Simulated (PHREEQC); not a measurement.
Acid rinse or clean

Consider water at 25 °C with 0.03 mol/kgw HNO3, 0.00035 mol/kgw AlCl3 and 0.0017 mol/kgw MnSO4. Closed to the air; pH follows from the charge balance.

Equilibrium calculation in PHREEQC: ion-association model, phreeqc.dat.

Precipitation was switched off in this run.

Task: What pH, specific conductance does the model give?

Result: pH 1.60; specific conductance 11200 µS/cm.

Task: In which forms is Mn present?

Result: Mn+2 97 %, MnSO4 2.8 % of the Mn.
